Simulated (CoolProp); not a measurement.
Values from CoolProp's reference Helmholtz-energy equation of state, Lemmon 2006. It is a short technical equation, of lower accuracy than the large ones.

Give the vapour pressure (MPa), liquid cp (kJ/(kg K)), surface tension (mN/m), liquid viscosity (µPa s) of saturated n-decane at 435.8 K.


```
T (K)  p (MPa)  liquid cp (kJ/(kg K))  surface tension (mN/m)  liquid viscosity (µPa s)
-----  -------  ---------------------  ----------------------  ------------------------
435.8   0.0750                   2.76                    11.3                       220
```

Viscosity comes from a separate model (Huber 2004). Surface tension comes from a separate correlation (Mulero 2012).
